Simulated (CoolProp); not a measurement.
Properties of hydrogen chloride along the isobar 26.1 MPa.

Values from CoolProp's reference Helmholtz-energy equation of state, Thol 2018.

```json
[
 {"T (°C)": "-86.45", "phase": "liquid", "density (kg/m³)": "1219", "Joule-Thomson coefficient (K/MPa)": "-0.3396", "expansivity (1/kK)": "1.782"},
 {"T (°C)": "-71.85", "phase": "liquid", "density (kg/m³)": "1187", "Joule-Thomson coefficient (K/MPa)": "-0.3261", "expansivity (1/kK)": "1.876"},
 {"T (°C)": "-57.25", "phase": "liquid", "density (kg/m³)": "1154", "Joule-Thomson coefficient (K/MPa)": "-0.3072", "expansivity (1/kK)": "1.988"},
 {"T (°C)": "-42.65", "phase": "liquid", "density (kg/m³)": "1120", "Joule-Thomson coefficient (K/MPa)": "-0.2817", "expansivity (1/kK)": "2.124"},
 {"T (°C)": "-28.05", "phase": "liquid", "density (kg/m³)": "1085", "Joule-Thomson coefficient (K/MPa)": "-0.2482", "expansivity (1/kK)": "2.287"},
 {"T (°C)": "-13.45", "phase": "liquid", "density (kg/m³)": "1048", "Joule-Thomson coefficient (K/MPa)": "-0.2048", "expansivity (1/kK)": "2.484"},
 {"T (°C)": "1.15", "phase": "liquid", "density (kg/m³)": "1009", "Joule-Thomson coefficient (K/MPa)": "-0.1484", "expansivity (1/kK)": "2.727"},
 {"T (°C)": "15.75", "phase": "liquid", "density (kg/m³)": "967.1", "Joule-Thomson coefficient (K/MPa)": "-0.07522", "expansivity (1/kK)": "3.027"},
 {"T (°C)": "30.35", "phase": "liquid", "density (kg/m³)": "922.8", "Joule-Thomson coefficient (K/MPa)": "0.02071", "expansivity (1/kK)": "3.407"},
 {"T (°C)": "44.95", "phase": "liquid", "density (kg/m³)": "875.1", "Joule-Thomson coefficient (K/MPa)": "0.1478", "expansivity (1/kK)": "3.893"},
 {"T (°C)": "59.55", "phase": "supercritical", "density (kg/m³)": "823.1", "Joule-Thomson coefficient (K/MPa)": "0.3176", "expansivity (1/kK)": "4.522"},
 {"T (°C)": "74.15", "phase": "supercritical", "density (kg/m³)": "766.2", "Joule-Thomson coefficient (K/MPa)": "0.5446", "expansivity (1/kK)": "5.331"},
 {"T (°C)": "88.75", "phase": "supercritical", "density (kg/m³)": "703.9", "Joule-Thomson coefficient (K/MPa)": "0.8415", "expansivity (1/kK)": "6.312"},
 {"T (°C)": "103.45", "phase": "supercritical", "density (kg/m³)": "636.5", "Joule-Thomson coefficient (K/MPa)": "1.213", "expansivity (1/kK)": "7.356"},
 {"T (°C)": "118.05", "phase": "supercritical", "density (kg/m³)": "568.1", "Joule-Thomson coefficient (K/MPa)": "1.634", "expansivity (1/kK)": "8.168"}
]
```
